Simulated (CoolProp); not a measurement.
Vapour-liquid equilibrium of R152A (1) + isobutene (2) at 18.4 bar; x and y are mole fractions of (1).

Computed with CoolProp (multi-fluid Helmholtz-energy mixture model, Outcalt 1996 and Lemmon 2005; pair parameters Bell 2016).

```csv
x,bubble temperature (°C),y at the bubble point,dew temperature at overall composition x (°C),liquid density (mol/L)
0.05,95.3,0.105,97.9,8.582
0.125,89.2,0.234,94.4,8.822
0.2,84.5,0.337,90.8,9.035
0.275,80.8,0.420,87.3,9.232
0.35,77.8,0.490,83.9,9.423
0.425,75.4,0.551,80.5,9.617
0.5,73.5,0.607,77.4,9.818
0.575,72.0,0.659,74.6,10.03
0.65,70.8,0.711,72.2,10.27
0.725,69.8,0.764,70.5,10.52
0.8,69.1,0.820,69.3,10.80
0.875,68.7,0.880,68.8,11.09
0.95,68.7,0.949,68.7,11.41
```

y crosses x between x = 0.875 and 0.95: the model has an azeotrope there.

The pair parameters rest on a limited set of measurements; away from them the model extrapolates.
